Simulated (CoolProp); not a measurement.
The fluid at 298.15 K and 0.208 MPa flows at 0.12 m/s in a round tube of 4.6 mm bore and 15 µm roughness, fully developed (64/Re and Nu = 3.66 if laminar; Colebrook and Gnielinski if turbulent). The same conditions are run with several fluids, on thermodynamics alone (safety and materials aside).

Values from CoolProp's reference Helmholtz-energy equation of state of each fluid (ammonia: Gao 2020; ethane: Bücker 2006; CH2F2 (R32): Tillner-Roth 1997; dry air: Lemmon 2000; R13: Platzer 1990). The equations of Platzer and Polt are older, rougher fits. Blends and air are pseudo-pure fits.

| fluid | Reynolds number | Darcy friction factor | pressure drop (Pa/m) | heat-transfer coefficient (W/(m² K)) | mass flow (kg/h) |
|---|---|---|---|---|---|
| ammonia | 80.1 | 0.799 | 1.83 | 19.9 | 0.0105 |
| ethane | 151 | 0.424 | 1.70 | 16.8 | 0.0184 |
| CH2F2 (R32) | 185 | 0.346 | 2.43 | 10.9 | 0.0322 |
| dry air | 72.7 | 0.880 | 3.35 | 20.9 | 0.0175 |
| R13 | 343 | 0.186 | 2.61 | 9.85 | 0.0641 |

Transport values come from each fluid's own correlations; those of CH2F2 (R32), R13 are estimates that may be off by 10 % or more.
